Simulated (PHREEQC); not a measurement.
Ultrapure water in contact with air or piping

Synthetic water in mg/L, 34 °C, pH 6.52, pe 10.3: Na 0.0326; K 4.65e-05; Ca 0.0301; Mg 0.0036; Cl 0.00872; S(6) as SO4 0.0221; Alkalinity as HCO3 0.149; Cu(2) 0.00565; B 1.93e-05.

Valence states are taken as typed.

All values are PHREEQC results (ion-association model, phreeqc.dat), not measurements.

```json
{
  "ionic_strength": "4.74e-6 mol/kgw",
  "charge_balance_error": "3.5 %"
}
```

```csv
species,molality,activity,log γ
HCO3-,2.64e-6,2.64e-6,-0.001
CO2,1.64e-6,1.64e-6,0.000
Na+,1.42e-6,1.41e-6,-0.001
Ca+2,7.51e-7,7.43e-7,-0.004
H+,3.03e-7,3.02e-7,-0.001
Cl-,2.46e-7,2.45e-7,-0.001
SO4-2,2.30e-7,2.28e-7,-0.004
```

Precipitation was switched off in this run. Complexes and solids missing from the database can't appear. The database's constant for dissolved Cu(OH)2 is higher than later reviews accept.
